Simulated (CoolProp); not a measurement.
Vapour-liquid equilibrium of n-hexane (1) + p-xylene (2) at 463.2 K; x and y are mole fractions of (1).

The numbers come from the multi-fluid Helmholtz-energy mixture model, Thol 2019 and Zhou 2012; pair parameters Bell 2016 in CoolProp.

| x | bubble pressure (kPa) | y at the bubble point | dew pressure at overall composition x (kPa) | liquid density (mol/L) |
|---|---|---|---|---|
| 0.05 | 403.3 | 0.184 | 354.3 | 6.534 |
| 0.125 | 497.2 | 0.369 | 380.3 | 6.466 |
| 0.2 | 588.1 | 0.494 | 410.2 | (withheld) |
| 0.275 | 676.4 | 0.586 | 444.9 | 6.320 |
| 0.35 | 762.7 | 0.657 | 485.8 | 6.241 |
| 0.425 | 847.7 | 0.715 | 534.3 | 6.158 |
| 0.5 | 931.9 | (withheld) | 592.8 | 6.070 |
| 0.575 | 1016 | 0.806 | 664.3 | 5.976 |
| 0.65 | (withheld) | 0.844 | 753.0 | 5.877 |
| 0.725 | 1188 | (withheld) | 864.1 | 5.770 |
| 0.8 | (withheld) | 0.913 | 1004 | 5.655 |
| 0.875 | 1371 | 0.945 | 1177 | 5.530 |
| 0.95 | 1470 | 0.978 | 1385 | 5.392 |

Question: Fill in the missing entries.

Answer: 
- 0.2, liquid density (mol/L): 6.395
- 0.5, y at the bubble point: 0.764
- 0.65, bubble pressure (kPa): 1101
- 0.725, y at the bubble point: 0.879
- 0.8, bubble pressure (kPa): 1278

No azeotrope shows between x = 0.05 and 0.95.

Pair parameters are fitted to limited data, so mixtures are less certain than the pure fluids. The gap from Raoult's law changes sign with composition, which may be real or a fault of the pair parameters; it wasn't checked against measurements.
